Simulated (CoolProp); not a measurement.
R1132(E) along the isotherm 92.55 °C: Z from the reference equation and from simpler models built on Tc = 75.7 °C, pc = 5.174 MPa, ω = 0.245; each cubic takes its own stable root.

Model: reference Helmholtz-energy equation of state, Akasaka 2024, in CoolProp.

```tsv
p (MPa)	phase	reference	van der Waals	Redlich-Kwong	Soave-Redlich-Kwong	Peng-Robinson
0.464	gas	0.9731	0.9758	0.9729	0.9736	0.9703
0.929	gas	0.9451	0.9505	0.9449	0.9462	0.9398
1.39	gas	0.9164	0.9243	0.9161	0.9182	0.9087
1.86	gas	0.8858	0.8963	0.8855	0.8885	0.8760
2.32	gas	0.8545	0.8672	0.8542	0.8582	0.8428
2.79	gas	0.8210	0.8357	0.8207	0.8258	0.8077
3.25	gas	0.7862	0.8025	0.7859	0.7925	0.7718
3.71	gas	0.7492	0.7664	0.7489	0.7571	0.7340
4.18	gas	0.7086	0.7258	0.7080	0.7185	0.6932
4.64	gas	0.6653	0.6806	0.6642	0.6776	0.6504
5.11	gas	0.6162	0.6262	0.6140	0.6316	0.6030
5.57	supercritical	0.5616	0.5586	0.5571	0.5813	0.5519
6.04	supercritical	0.4958	0.4590	0.4871	0.5228	0.4937
6.5	supercritical	0.4198	0.3836	0.4112	0.4598	0.4326
```
